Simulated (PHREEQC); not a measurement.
Consider water at 60 °C with 0.041 mol/kgw NaH2PO4, 0.17 mol/kgw NaOH and 3.4e-05 mol/kgw KCl. Closed to the air; pH follows from the charge balance.

Equilibrium calculation in PHREEQC: ion-association model, phreeqc.dat.

No solid was allowed to form.

### Question
Estimate the pH, density.

### Answer
pH 11.81; density 0.994 g/cm³.

### Question
In which forms is P present?

### Answer
PO4-3 81 %, HPO4-2 17 %, NaHPO4- 1.6 % of the P.

Complexes and solids missing from the database can't appear. Away from 25 °C the constants follow the database's enthalpies or fits; those with neither stay at their 25 °C values.
